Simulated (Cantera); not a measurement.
Input: 1 mol SiC, 0.0014 mol H2O, 2 mol H2, 0.52 mol O2, equilibrated at 1700 K and 21.0 mbar.

These are equilibrium values from Cantera (NASA tables, ideal gas, pure condensed phases), not measurements of a reactor. Candidate condensed phases: C, C6H6, C7H8, C8H18, H2O, Si, SiC, SiO2; 123 gas species. Equilibrium is a limit: real reactors are often held back by kinetics, nucleation or transport.

Base state: H2 0.657, CO 0.171, SiO 0.171, H 0.000824, H2O 1.78e-5 (mole fractions); condensed: SiC(s).

What changes in the equilibrium state with this change: temperature from 1700 K to 1998.15 K?


| species | before | after |
|---|---|---|
| H2 | 0.657 | 0.649 |
| CO | 0.171 | 0.171 |
| SiO | 0.171 | 0.169 |
| H | 0.000824 | 0.00893 |
| Si2C | 4.52e-8 | 3.11e-5 |
| Si | 7.49e-6 | 0.00114 |
| SiH | 1.36e-6 | 9.09e-5 |
| SiH2 | 2.16e-6 | 3.84e-5 |
| SiC(s), mol | 0.479 | 0.477 |
Gases not in the tables: Si2H6 and higher silanes.

What changes in the equilibrium state with this change: temperature from 1700 K to 1023 K?


```csv
species,before,after
H2,0.657,0.998
CH4,6.35e-7,0.00157
CO,0.171,1.35e-5
SiO,0.171,1.38e-9
H,0.000824,2.85e-8
H2O,1.78e-5,7.76e-8
"SiC(s), mol",0.479,0.479
"C(graphite), mol",0,0.518
"SiO2(β-quartz), mol",0,0.521
```
Mutual solubility and eutectic melting of coexisting phases are not modelled.

What changes in the equilibrium state with this change: O2 from 0.52 to 0.0097 mol?


```
species        before    after
-----------  --------  -------
H2              0.657    0.989
CO              0.171  0.00515
SiO             0.171  0.00513
H2O           1.78e-5  8.05e-7
H            0.000824  0.00101
SiC(s), mol     0.479    0.990
```
